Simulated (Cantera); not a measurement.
**CF4 + HCl + H2 (fluorocarbon and chlorocarbon gases)**

Charge: 1 mol CF4, 0.056 mol HCl, a varied amount of H2, held at 3225 K and 0.710 bar.

Cantera equilibrium calculation (NASA polynomials, part measured and part estimated; ideal gas, pure solids and liquids). Candidate condensed phases: C, C6H6, C7H8, C8H18; 118 gas species. Gases not in the tables: C2F6 and larger saturated fluorocarbons. Equilibrium is a limit: real reactors are often held back by kinetics, nucleation or transport.

From 0.63 mol H2 to 4.6 mol H2 the condensed part is C(graphite). The main C-bearing gas is CF2 at 0.63 mol H2 and C2H2 (acetylene) at 4.6 mol H2. The share of C in condensed phases is highest at 2.1 mol H2 (88.7 %) and lowest at 0.63 mol H2 (9.9 %).

```tsv
n(H2) (mol)	x HF	x F	x H2	x CF2	x H	x CF	x C2H2 (acetylene)	x Cl	n C(graphite)
0.63	0.383	0.346	1.27e-5	0.183	0.00127	0.0617	1.45e-6	0.0161	0.0993
1	0.556	0.265	4.58e-5	0.107	0.00241	0.0472	5.22e-6	0.0148	0.372
1.4	0.724	0.174	0.000180	0.0462	0.00479	0.0310	2.06e-5	0.0135	0.638
1.7	0.838	0.0992	0.000744	0.0150	0.00973	0.0177	8.48e-5	0.0124	0.805
2.1	0.890	0.0226	0.0161	0.000782	0.0452	0.00403	0.00184	0.00839	0.887
2.5	0.813	0.0107	0.0603	0.000174	0.0876	0.00190	0.00688	0.00570	0.823
2.8	0.758	0.00800	0.0934	9.77e-5	0.109	0.00143	0.0107	0.00471	0.762
3.2	0.695	0.00614	0.133	5.75e-5	0.130	0.00109	0.0152	0.00389	0.679
3.6	0.641	0.00504	0.168	3.88e-5	0.146	0.000899	0.0192	0.00334	0.593
3.9	0.606	0.00447	0.191	3.05e-5	0.156	0.000796	0.0218	0.00302	0.528
4.3	0.565	0.00390	0.219	2.32e-5	0.167	0.000694	0.0250	0.00270	0.441
4.6	0.538	0.00356	0.238	1.93e-5	0.174	0.000634	0.0271	0.00250	0.376
```
x: gas mole fraction; n: condensed amount in mol.
